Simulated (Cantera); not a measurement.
**Ammonia decomposition in nitride growth gas**

An isothermal, constant-pressure homogeneous reactor starts with 41.7 % NH3, 58.3 % N2, at 1775 K and 9.00 Torr.

Model: the gas-phase N/H chemistry of the illustrative SiF4/NH3 mechanism in the Surface Chemkin manual (1991), integrated in Cantera. Walls and surfaces, which speed up NH3 decomposition in real reactors, are not modelled.

```tsv
t (s)	x NH3	x N	x N2H2	x NH	x H2
0.000900	0.417	<1e-12	2.07e-10	4.39e-10	2.94e-6
0.00201	0.417	<1e-12	1.36e-9	3.06e-9	6.62e-6
0.00447	0.417	9.34e-12	8.00e-9	2.06e-8	1.49e-5
0.00995	0.417	8.33e-11	4.54e-8	1.12e-7	3.50e-5
0.0222	0.416	3.74e-10	2.51e-7	4.48e-7	9.80e-5
0.0494	0.416	2.06e-9	1.22e-6	1.35e-6	0.000443
0.110	0.414	1.20e-8	3.08e-6	2.66e-6	0.00254
0.245	0.408	4.03e-8	3.37e-6	3.39e-6	0.00910
0.546	0.394	1.01e-7	3.15e-6	4.08e-6	0.0234
1.22	0.367	1.94e-7	2.72e-6	4.64e-6	0.0522
2.71	0.317	2.83e-7	2.09e-6	4.77e-6	0.105
6.04	0.238	3.31e-7	1.32e-6	4.38e-6	0.189
13.5	0.141	3.32e-7	6.16e-7	3.52e-6	0.291
30.0	0.0581	2.94e-7	1.82e-7	2.35e-6	0.379
```
x: mole fraction; the columns are a selection and need not sum to one.

Equilibrium at this temperature and pressure: NH3 7.98e-8, N 1.58e-10, N2H2 <1e-12, NH 1.71e-10, H2 0.440 (gas phase only).
